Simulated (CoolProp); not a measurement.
Aqueous potassium formate as a coolant, 39 % by mass, freezing at -33.4 °C, 1 atm.

Model: Melinder's fits for secondary coolants, in CoolProp.

```tsv
T (°C)	conductivity (W/(m K))	viscosity (mPa s)	cp (kJ/(kg K))	Prandtl number
-2.7	0.493	3.39	2.862	19.7
2.5	0.499	2.93	?	?
7.7	0.505	?	2.880	14.6
12.9	0.511	2.27	2.889	12.8
18.1	0.517	2.04	2.899	11.4
23.3	0.523	1.84	2.908	10.2
28.5	?	1.68	2.918	9.24
33.7	0.535	1.53	2.928	8.38
```

Task: Complete the blanks.

Result: 
- 2.5, cp (kJ/(kg K)): 2.871
- 2.5, Prandtl number: 16.8
- 7.7, viscosity (mPa s): 2.56
- 28.5, conductivity (W/(m K)): 0.529
